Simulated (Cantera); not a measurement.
Input: 1 mol SiC, 0.037 mol CO2, 49 mol N2, 0.0067 mol O2, equilibrated at 1548.15 K and 3.30 bar.

These are equilibrium values from Cantera (NASA tables, ideal gas, pure condensed phases), not measurements of a reactor. Candidate condensed phases: C, Si, SiC, SiO2, Si2N2O, Si3N4; 34 gas species. Mutual solubility and eutectic melting of coexisting phases are not modelled. Equilibrium is a limit: real reactors are often held back by kinetics, nucleation or transport.

Base state: N2 1.000, CO 9.06e-5 (mole fractions); condensed: C(graphite) + Si2N2O(s) + Si3N4(s).

Question: What changes in the equilibrium state with this change: pressure from 3.30 bar to 7.60 mbar?

Answer: 
```
species            before     after
----------------  -------  --------
N2                  1.000     0.998
CO                9.06e-5   0.00140
SiO               2.69e-8  0.000110
C(graphite), mol     1.03         0
Si2N2O(s), mol     0.0830    0.0132
Si3N4(s), mol       0.278         0
SiC(s), mol             0     0.968
```
